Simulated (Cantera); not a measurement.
AlN + HCl + N₂ (nitride etching)

Input: 1 mol AlN, 11 mol HCl, 18 mol N₂, at 22.0 Pa.

Cantera equilibrium calculation (NASA polynomials, part measured and part estimated; ideal gas, pure solids and liquids). Candidate condensed phases: Al, AlCl₃, AlN, NH₄Cl; 20 gas species. The tables' values for AlCl₂ are old estimates; treat these amounts as uncertain. The numbers say what is thermodynamically allowed, not how fast it happens.

From 500 °C to 1475 °C nothing is condensed. The main Al-bearing gas is AlCl₃ at 500 °C and AlCl at 1475 °C.

```tsv
T (°C)	x N₂	x HCl	x H₂	x AlCl₃	x AlCl	x Cl
500	0.638	0.276	0.0517	0.0345	<1e-12	7.84e-11
575	0.638	0.276	0.0517	0.0345	3.23e-12	1.56e-9
650	0.638	0.276	0.0517	0.0345	1.65e-10	1.93e-8
725	0.638	0.276	0.0517	0.0345	4.64e-9	1.64e-7
800	0.638	0.276	0.0517	0.0345	8.11e-8	1.04e-6
875	0.638	0.276	0.0517	0.0345	9.70e-7	5.16e-6
950	0.638	0.276	0.0517	0.0344	8.48e-6	2.12e-5
1025	0.638	0.276	0.0515	0.0341	5.70e-5	7.42e-5
1100	0.637	0.277	0.0510	0.0333	0.000301	0.000228
1175	0.636	0.279	0.0496	0.0311	0.00124	0.000634
1250	0.634	0.284	0.0464	0.0267	0.00379	0.00165
1325	0.629	0.290	0.0415	0.0201	0.00841	0.00405
1400	0.623	0.295	0.0369	0.0129	0.0143	0.00923
1475	0.616	0.294	0.0346	0.00687	0.0202	0.0188
```
x: gas mole fraction; nothing condenses.
